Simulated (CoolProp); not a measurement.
Computed with CoolProp (reference Helmholtz-energy equation of state, Schmidt 1985). Above 300 K oxygen's equation is extrapolated.

Question: For oxygen, give the phase and the Joule-Thomson coefficient (K/MPa), viscosity (µPa s), conductivity (mW/(m K)) at -48.55 °C and 233 bar; 94.35 °C and 233 bar.

Answer: 
- -48.55 °C and 233 bar: supercritical; Joule-Thomson coefficient 1.04, viscosity 34.3, conductivity 49.9
- 94.35 °C and 233 bar: supercritical; Joule-Thomson coefficient 0.815, viscosity 29.9, conductivity 41.4

Viscosity comes from a separate model (Lemmon 2004). Thermal conductivity comes from a separate model (Lemmon 2004).
